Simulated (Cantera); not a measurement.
Silicon etching in halogen gases: Si + Br2

Feed: 1 mol Si, a varied amount of Br2, held at 0.133 bar.

These are equilibrium values from Cantera (NASA tables, ideal gas, pure condensed phases), not measurements of a reactor. Candidate condensed phases: Br2, Si; 9 gas species. The tables' values for SiBr3 are old estimates. Equilibrium is a limit: real reactors are often held back by kinetics, nucleation or transport.

**Question.** Map the stable condensed phases over T = 525, 625, 725, 825, 925, 1025, 1125, 1225, 1325 K and n(Br2) in mol = 0.81, 1.1, 1.4, 1.7, 1.9, 2.2, 2.5, 2.8, 3.1, 3.3, 3.6.

**Answer.** 
```
T in K \ n(Br2) in mol
         0.81  1.1  1.4  1.7  1.9  2.2  2.5  2.8  3.1  3.3  3.6
   1325     A    A    A    B    B    B    B    B    B    B    B
   1225     A    A    A    A    B    B    B    B    B    B    B
   1125     A    A    A    A    A    B    B    B    B    B    B
   1025     A    A    A    A    A    B    B    B    B    B    B
    925     A    A    A    A    A    B    B    B    B    B    B
    825     A    A    A    A    A    B    B    B    B    B    B
    725     A    A    A    A    A    B    B    B    B    B    B
    625     A    A    A    A    A    B    B    B    B    B    B
    525     A    A    A    A    A    B    B    B    B    B    B
```
A: Si; B: gas only.
